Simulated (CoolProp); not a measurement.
Properties of toluene along the isobar 0.101 MPa (Tc = 591.7 K, pc = 4.126 MPa, ω = 0.266).

Model: reference Helmholtz-energy equation of state, Lemmon 2006, in CoolProp. It is a short technical equation, of lower accuracy than the large ones.

```tsv
T (K)	phase	cv (kJ/(kg K))	speed of sound (m/s)	conductivity (mW/(m K))	Prandtl number	fugacity coefficient
314	liquid	1.310	1236	126	6.42	0.08102
324.3	liquid	1.342	1194	123	6.01	0.1270
334.5	liquid	1.374	1153	120	5.68	0.1918
344.8	liquid	1.406	1111	117	5.40	0.2822
355.1	liquid	1.439	1071	115	5.16	0.4037
365.4	liquid	1.472	1031	112	4.95	0.5632
375.7	liquid	1.505	990.7	109	4.77	0.7680
386	gas	1.393	186.1	18.0	0.741	0.9620
396.3	gas	1.428	189.0	18.9	0.738	0.9654
406.6	gas	1.464	191.8	19.9	0.735	0.9684
416.8	gas	1.499	194.5	20.9	0.732	0.9710
427.1	gas	1.533	197.2	22.0	0.730	0.9733
437.4	gas	1.568	199.8	23.0	0.728	0.9754
447.7	gas	1.602	202.4	24.1	0.726	0.9773
458	gas	1.635	204.9	25.2	0.725	0.9790
```

Viscosity comes from a separate model (Avgeri 2015). Thermal conductivity comes from a separate model (Assael 2012).
